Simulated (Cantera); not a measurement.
Charge: 1 mol CuO, 0.85 mol CH4, 0.24 mol CO, at 19.0 Pa.

Cantera equilibrium calculation (NASA polynomials, part measured and part estimated; ideal gas, pure solids and liquids). Candidate condensed phases: C, C6H6, C7H8, C8H18, Cu, CuO, Cu(OH)2, Cu2O, H2O; 113 gas species. Kinetics and transport are ignored.

Q: Which condensed phases are stable at each of these points (T (K)): 1025, 1125, 1225, 1325, 1425, 1525, 1625, 1725, 1825, 1925, 2025, 2125, 2225, 2325?

A: 
| T (K) | condensed phases | Cu condensed (%) |
|---|---|---|
| 1025 | Cu(s) | 100.0 |
| 1125 | Cu(s) | 100.0 |
| 1225 | Cu(s) | 100.0 |
| 1325 | Cu(s) | 99.6 |
| 1425 | Cu(l) | 96.8 |
| 1525 | Cu(l) | 80.4 |
| 1625 | gas only | 0.0 |
| 1725 | gas only | 0.0 |
| 1825 | gas only | 0.0 |
| 1925 | gas only | 0.0 |
| 2025 | gas only | 0.0 |
| 2125 | gas only | 0.0 |
| 2225 | gas only | 0.0 |
| 2325 | gas only | 0.0 |

From 1025 K to 1325 K the condensed part is Cu(s). From 1425 K to 1525 K the condensed part is Cu(l). From 1625 K to 2325 K nothing is condensed.
